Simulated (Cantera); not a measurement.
Ti + H2O + CO (metals in furnace atmospheres)

Input: 1 mol Ti, a varied amount of H2O, 23 mol CO, at 1400 K and 2.25 Torr.

Method: chemical equilibrium by Gibbs-energy minimisation in Cantera with the NASA 1993 tables (ideal gas, pure condensed phases). Candidate condensed phases: C, C6H6, C7H8, C8H18, H2O, Ti, TiC, TiO, TiO2, Ti2O3, Ti3O5, Ti4O7; 113 gas species. Mutual solubility and eutectic melting of coexisting phases are not modelled. TiC: taken at fixed stoichiometry. Condensed phases not in the tables: Magnéli phases beyond Ti4O7. Equilibrium is a limit: real reactors are often held back by kinetics, nucleation or transport.

```json
[
 {"n(H2O) (mol)": "0.95", "x CO": "0.960", "x H2": "0.0400", "x CO2": "2.93e-5", "x H2O": "2.66e-6", "x H": "1.78e-5", "x OH": "2.34e-11", "x CH4": "3.36e-9", "x C2H2 (acetylene)": "2.63e-9", "n TiC(s)": "0.220", "n Ti2O3(s)": "0.390", "n Ti4O7(s)": "0", "n TiO2(rutile)": "0"},
 {"n(H2O) (mol)": "1.2", "x CO": "0.950", "x H2": "0.0498", "x CO2": "2.89e-5", "x H2O": "3.29e-6", "x H": "1.98e-5", "x OH": "2.60e-11", "x CH4": "5.17e-9", "x C2H2 (acetylene)": "3.24e-9", "n TiC(s)": "0.120", "n Ti2O3(s)": "0.440", "n Ti4O7(s)": "0", "n TiO2(rutile)": "0"},
 {"n(H2O) (mol)": "1.5", "x CO": "0.939", "x H2": "0.0612", "x CO2": "2.84e-5", "x H2O": "4.03e-6", "x H": "2.20e-5", "x OH": "2.87e-11", "x CH4": "7.74e-9", "x C2H2 (acetylene)": "3.92e-9", "n TiC(s)": "0.000318", "n Ti2O3(s)": "0.500", "n Ti4O7(s)": "0", "n TiO2(rutile)": "0"},
 {"n(H2O) (mol)": "1.8", "x CO": "0.926", "x H2": "0.0723", "x CO2": "0.00172", "x H2O": "0.000292", "x H": "2.39e-5", "x OH": "1.92e-9", "x CH4": "1.73e-10", "x C2H2 (acetylene)": "1.19e-12", "n TiC(s)": "0", "n Ti2O3(s)": "0", "n Ti4O7(s)": "0.250", "n TiO2(rutile)": "0"},
 {"n(H2O) (mol)": "2.2", "x CO": "0.906", "x H2": "0.0859", "x CO2": "0.00658", "x H2O": "0.00135", "x H": "2.60e-5", "x OH": "8.16e-9", "x CH4": "6.14e-11", "x C2H2 (acetylene)": "<1e-12", "n TiC(s)": "0", "n Ti2O3(s)": "0", "n Ti4O7(s)": "0", "n TiO2(rutile)": "1.00"},
 {"n(H2O) (mol)": "2.8", "x CO": "0.867", "x H2": "0.102", "x CO2": "0.0247", "x H2O": "0.00632", "x H": "2.84e-5", "x OH": "3.49e-8", "x CH4": "2.12e-11", "x C2H2 (acetylene)": "<1e-12", "n TiC(s)": "0", "n Ti2O3(s)": "0", "n Ti4O7(s)": "0", "n TiO2(rutile)": "1.00"},
 {"n(H2O) (mol)": "3.4", "x CO": "0.831", "x H2": "0.116", "x CO2": "0.0407", "x H2O": "0.0124", "x H": "3.03e-5", "x OH": "6.40e-8", "x CH4": "1.53e-11", "x C2H2 (acetylene)": "<1e-12", "n TiC(s)": "0", "n Ti2O3(s)": "0", "n Ti4O7(s)": "0", "n TiO2(rutile)": "1.00"},
 {"n(H2O) (mol)": "4.2", "x CO": "0.786", "x H2": "0.133", "x CO2": "0.0592", "x H2O": "0.0217", "x H": "3.24e-5", "x OH": "1.05e-7", "x CH4": "1.23e-11", "x C2H2 (acetylene)": "<1e-12", "n TiC(s)": "0", "n Ti2O3(s)": "0", "n Ti4O7(s)": "0", "n TiO2(rutile)": "1.00"},
 {"n(H2O) (mol)": "5.2", "x CO": "0.737", "x H2": "0.150", "x CO2": "0.0788", "x H2O": "0.0347", "x H": "3.44e-5", "x OH": "1.58e-7", "x CH4": "1.03e-11", "x C2H2 (acetylene)": "<1e-12", "n TiC(s)": "0", "n Ti2O3(s)": "0", "n Ti4O7(s)": "0", "n TiO2(rutile)": "1.00"},
 {"n(H2O) (mol)": "6.5", "x CO": "0.680", "x H2": "0.167", "x CO2": "0.0995", "x H2O": "0.0531", "x H": "3.63e-5", "x OH": "2.29e-7", "x CH4": "8.68e-12", "x C2H2 (acetylene)": "<1e-12", "n TiC(s)": "0", "n Ti2O3(s)": "0", "n Ti4O7(s)": "0", "n TiO2(rutile)": "1.00"}
]
```
x: gas mole fraction; n: condensed amount in mol.

From 0.95 mol H2O to 1.5 mol H2O the condensed part is TiC(s) + Ti2O3(s). At 1.8 mol H2O the condensed part is Ti4O7(s). From 2.2 mol H2O to 6.5 mol H2O the condensed part is TiO2(rutile).
